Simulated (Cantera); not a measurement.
## Ammonia decomposition in nitride growth gas

An isothermal, constant-pressure homogeneous reactor starts with NH3 : H2 = 1 : 1.6 (molar parts), at 2250 K and 1.00 bar.

Detailed kinetics in Cantera: the gas-phase N/H chemistry of the illustrative SiF4/NH3 mechanism in the Surface Chemkin manual (1991). Walls and surfaces, which speed up NH3 decomposition in real reactors, are not modelled.

```tsv
t (s)	x NH3	x H2	x NH2	x N2	x N2H4	x NH
9.00e-5	0.375	0.619	0.00185	0.00249	2.62e-7	6.05e-5
0.000266	0.355	0.632	0.00178	0.00978	2.44e-7	5.98e-5
0.000786	0.303	0.666	0.00160	0.0286	1.96e-7	5.72e-5
0.00232	0.196	0.734	0.00119	0.0675	1.08e-7	5.03e-5
0.00687	0.0622	0.819	0.000547	0.116	2.30e-8	3.48e-5
0.0203	0.00289	0.854	6.23e-5	0.137	2.97e-10	9.98e-6
0.0600	0.000223	0.855	5.65e-6	0.138	2.45e-12	1.07e-6
0.177	5.74e-5	0.855	1.45e-6	0.138	<1e-12	2.75e-7
0.524	1.82e-5	0.855	4.61e-7	0.138	<1e-12	8.72e-8
1.55	6.82e-6	0.855	1.73e-7	0.138	<1e-12	3.26e-8
4.58	4.23e-6	0.855	1.07e-7	0.138	<1e-12	2.02e-8
13.5	4.09e-6	0.855	1.04e-7	0.138	<1e-12	1.96e-8
40.0	4.09e-6	0.855	1.04e-7	0.138	<1e-12	1.96e-8
```
x: mole fraction; the columns are a selection and need not sum to one.

Equilibrium at this temperature and pressure: NH3 4.09e-6, H2 0.855, NH2 1.04e-7, N2 0.138, N2H4 <1e-12, NH 1.96e-8 (gas phase only).
